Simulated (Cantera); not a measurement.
Cantera run:

```python
import numpy as np
import cantera as ct

gas_names = """
    CL CL2 H HCL H2 Si SiCL SiCL2 SiCL3 SiCL4 SiH SiHCL3 SiH2 SiH2CL2 SiH3 SiH3CL SiH4 Si2 Si3
""".split()
cond_names = """
    Si(cr) Si(L)
""".split()


# ... load() reads the species with a 1 bar reference pressure and builds the phases ...
atoms = {
    'SiCl4': {'Si': 1, 'CL': 4},
    'HCl': {'H': 1, 'CL': 1},
    'H2': {'H': 2},
}
top_T = {}  # K; cautious upper limits of use, not melting points


# ... equilibrate(T, P, feed) seeds the gas with the atoms and calls Mixture.equilibrate('TP', solver="vcs", rtol=1e-11, max_steps=5000) ...
results = []
feed = {'SiCl4': 1, 'HCl': 0.73, 'H2': 13}  # mol
P = 1600000  # Pa
for T in [948, 1023, 1098, 1173, 1248, 1323, 1398, 1473, 1548, 1623]:
    mix = equilibrate(T, P, feed)
    results.append((T, P, feed, dict(zip(mix.species_names, mix.species_moles))))

top = {s: max(r[3][s] / sum(r[3][g] for g in gas_names) for r in results) for s in gas_names}
cols = sorted((s for s in top if top[s] > 1e-05), key=lambda s: -top[s])[:7]
seen = [c for c in cond_names if any(r[3].get(c, 0) > 1e-12 for r in results)]
print("log10 of partial pressures in bar; condensed amounts in mol")
print(f"{'T/K':>10s}" + "".join(f"{s[:9]:>10s}" for s in cols + seen))
for T, P, feed, n in results:
    ng = sum(n[g] for g in gas_names)
    print(f"{T:10.4g}" + "".join(f"{np.log10(max(n[s] / ng * P / 1e5, 1e-99)):10.3f}" for s in cols)
          + "".join(f"{n.get(c, 0):10.4g}" for c in seen))
```

Result:

```
log10 of partial pressures in bar; condensed amounts in mol
       T/K        H2       HCL     SiCL4    SiHCL3     SiCL2     SiCL3   SiH2CL2
       948     1.148    -0.062     0.005    -1.132    -6.020    -3.772    -3.264
      1023     1.146    -0.036    -0.018    -0.908    -4.888    -3.115    -2.755
      1098     1.144    -0.005    -0.048    -0.736    -3.944    -2.570    -2.347
      1173     1.141     0.029    -0.086    -0.606    -3.150    -2.115    -2.019
      1248     1.138     0.065    -0.132    -0.512    -2.480    -1.735    -1.758
      1323     1.135     0.103    -0.187    -0.449    -1.915    -1.420    -1.555
      1398     1.131     0.143    -0.254    -0.420    -1.446    -1.166    -1.409
      1473     1.127     0.188    -0.338    -0.426    -1.067    -0.970    -1.319
      1548     1.121     0.235    -0.444    -0.470    -0.772    -0.831    -1.285
      1623     1.115     0.281    -0.576    -0.551    -0.549    -0.747    -1.299
```

These are equilibrium values from Cantera (NASA tables, ideal gas, pure condensed phases), not measurements of a reactor. The tables' values for SiCl3 are old estimates; treat these amounts as uncertain.
